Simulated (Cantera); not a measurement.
What does this Cantera script print?

```python
import numpy as np
import cantera as ct

gas = ct.Solution("gri30.yaml")
gas.TPX = 1400, 100000, {'H2': 1, 'O2': 1.56, 'N2': 5.88}
reactor = ct.IdealGasReactor(gas, energy="on", clone=False)
net = ct.ReactorNet([reactor])
net.rtol, net.atol = 1e-08, 1e-16
show = ['H2', 'O2', 'H', 'OH', 'O', 'NO']
times = np.geomspace(7e-06, 0.4, 14)

steps = ct.SolutionArray(gas, extra=["t"])
rows = []
print(f"{'t/s':>10s}{'T/K':>9s}{'P/Pa':>11s}" + "".join(f"{s:>11s}" for s in show))
for t in times:
    while net.time < t:
        t_next = net.step()
        steps.append(gas.state, t=t_next)
    rows.append([np.interp(t, steps.t, y) for y in (steps.T, steps.P, *steps(*show).X.T)])
    print(f"{t:10.3e}{rows[-1][0]:9.1f}{rows[-1][1]:11.4g}" + "".join(f"{x:11.3e}" for x in rows[-1][2:]))
rate = np.gradient(steps.T, steps.t)
print("integrator steps:", len(steps.t))
if steps.T.max() > steps.T[0] + 200:
    print(f"time of steepest temperature rise: {steps.t[rate.argmax()]:.4e} s")
gas.TPX = 1400, 100000, {'H2': 1, 'O2': 1.56, 'N2': 5.88}
gas.equilibrate("UV")
print(f"equilibrium (UV): T = {gas.T:.1f} K  " + "  ".join(f"{s} {gas[s].X[0]:.3e}" for s in show))
```

Result:

```
       t/s      T/K       P/Pa         H2         O2          H         OH          O         NO
 7.000e-06   1400.0      1e+05  1.185e-01  1.848e-01  4.292e-06  1.173e-06  1.534e-06  6.582e-15
 1.626e-05   1404.1  1.003e+05  1.131e-01  1.821e-01  2.530e-03  7.246e-04  9.192e-04  1.239e-09
 3.775e-05   1928.6  1.336e+05  7.976e-03  1.219e-01  1.465e-02  1.601e-02  2.240e-02  2.023e-05
 8.767e-05   2242.2  1.524e+05  3.147e-03  1.265e-01  2.649e-03  1.419e-02  8.349e-03  5.484e-05
 2.036e-04   2354.9   1.59e+05  1.072e-03  1.298e-01  4.780e-04  9.248e-03  2.795e-03  1.145e-04
 4.728e-04   2369.5  1.598e+05  8.134e-04  1.303e-01  3.130e-04  8.180e-03  2.118e-03  2.084e-04
 1.098e-03   2369.2  1.598e+05  8.099e-04  1.302e-01  3.110e-04  8.157e-03  2.108e-03  4.152e-04
 2.550e-03   2368.1  1.597e+05  8.063e-04  1.300e-01  3.087e-04  8.125e-03  2.094e-03  8.856e-04
 5.922e-03   2365.7  1.596e+05  7.982e-04  1.295e-01  3.038e-04  8.054e-03  2.064e-03  1.924e-03
 1.375e-02   2360.8  1.592e+05  7.819e-04  1.285e-01  2.939e-04  7.911e-03  2.004e-03  4.041e-03
 3.194e-02   2352.7  1.586e+05  7.552e-04  1.268e-01  2.779e-04  7.675e-03  1.906e-03  7.560e-03
 7.417e-02   2344.3  1.581e+05  7.283e-04  1.251e-01  2.622e-04  7.435e-03  1.810e-03  1.119e-02
 1.722e-01   2341.0  1.578e+05  7.179e-04  1.244e-01  2.562e-04  7.343e-03  1.773e-03  1.260e-02
 4.000e-01   2340.8  1.578e+05  7.173e-04  1.244e-01  2.558e-04  7.337e-03  1.770e-03  1.269e-02
integrator steps: 1172
time of steepest temperature rise: 2.2290e-05 s
equilibrium (UV): T = 2340.8 K  H2 7.173e-04  O2 1.244e-01  H 2.558e-04  OH 7.337e-03  O 1.770e-03  NO 1.269e-02
```

Detailed kinetics in Cantera: GRI-Mech 3.0 (53 species, 325 reactions).
